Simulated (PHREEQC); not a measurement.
Make-up at 25 °C: 0.26 mol/kgw NaHF2. Closed to the air; pH follows from the charge balance.

The numbers come from PHREEQC with the ion-association model, phreeqc.dat.

```tsv
quantity	before	after
pH	2.97	3.03
HF (mol/kgw)	0.163	0.0949
F- (mol/kgw)	0.155	0.0935
HF2- (mol/kgw)	0.0957	0.0339
```

Which change was made?
(A) temperature from 25 to 50 °C
(B) NaHF2 replaced by NaF at the same molality
(C) NaHF2 from 0.26 to 0.13 mol/kgw
(D) temperature from 25 to 85 °C
(E) temperature from 25 to 10 °C

C, NaHF2 from 0.26 to 0.13 mol/kgw

No solid was allowed to form.
